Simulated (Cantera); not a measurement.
# Pyrogenic steam for wet oxidation

An isothermal, constant-pressure homogeneous reactor starts with H2 : O2 : N2 = 0.74 : 1 : 2.4 (molar parts), at 1175 K and 0.133 bar.

Model: the H2/O2 subset of GRI-Mech 3.0, which has no nitrogen chemistry, integrated in Cantera. The temperature is held fixed by assumption; the heat of reaction is taken as removed at once.

```
t (s)        x H2   x O2       x O     x HO2      x OH       x H     x H2O
--------  -------  -----  --------  --------  --------  --------  --------
1.00e-6     0.179  0.242  5.97e-12  2.45e-10  5.49e-12  2.39e-10    <1e-12
8.60e-6     0.179  0.242  3.30e-10   2.12e-9  2.14e-10   2.13e-9  3.71e-10
7.40e-5     0.179  0.242   6.14e-8   2.48e-8   3.28e-8   2.22e-7   2.72e-7
0.000637  0.00955  0.165    0.0128   2.49e-5   0.00452    0.0247     0.166
0.00548   8.92e-5  0.167   9.23e-5   4.22e-6  0.000345   1.35e-5     0.196
0.0471    1.68e-6  0.167   2.48e-6   1.58e-7   5.74e-5   5.75e-8     0.196
0.405     1.12e-7  0.167   1.94e-7   1.46e-8   1.60e-5   1.24e-9     0.196
3.49      1.45e-8  0.167   2.51e-8   6.70e-9   5.75e-6  6.02e-11     0.196
30.0      9.89e-9  0.167   1.65e-8   7.20e-9   4.65e-6  3.36e-11     0.196
```
x: mole fraction; the columns are a selection and need not sum to one.

Equilibrium at this temperature and pressure: H2 9.89e-9, O2 0.167, O 1.65e-8, HO2 7.20e-9, OH 4.65e-6, H 3.36e-11, H2O 0.196 (gas phase only).
